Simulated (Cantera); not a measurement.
Feed: 1 mol SiH2Cl2, a varied amount of C3H8, 18 mol H2, at 973.15 K and 13.3 mbar.

These are equilibrium values from Cantera (NASA tables, ideal gas, pure condensed phases), not measurements of a reactor. Candidate condensed phases: C, C6H6, C7H8, C8H18, Si, SiC; 109 gas species. Rates play no part.

Task: Which condensed phases are stable at each of these points (n(C3H8) (mol)): 0.055, 0.065, 0.076, 0.089, 0.1, 0.12, 0.14, 0.17, 0.19, 0.23, 0.27, 0.31?

Result: 
```
n(C3H8) (mol)  condensed phases  Si condensed (%)
-------------  ----------------  ----------------
0.055            Si(s) + SiC(s)              55.3
0.065            Si(s) + SiC(s)              55.3
0.076            Si(s) + SiC(s)              55.3
0.089            Si(s) + SiC(s)              55.3
0.1              Si(s) + SiC(s)              55.3
0.12             Si(s) + SiC(s)              55.3
0.14             Si(s) + SiC(s)              55.3
0.17             Si(s) + SiC(s)              55.4
0.19                     SiC(s)              57.0
0.23                     SiC(s)              69.0
0.27                     SiC(s)              80.7
0.31                     SiC(s)              91.3
```

From 0.055 mol C3H8 to 0.17 mol C3H8 the condensed part is Si(s) + SiC(s). From 0.19 mol C3H8 to 0.31 mol C3H8 the condensed part is SiC(s).
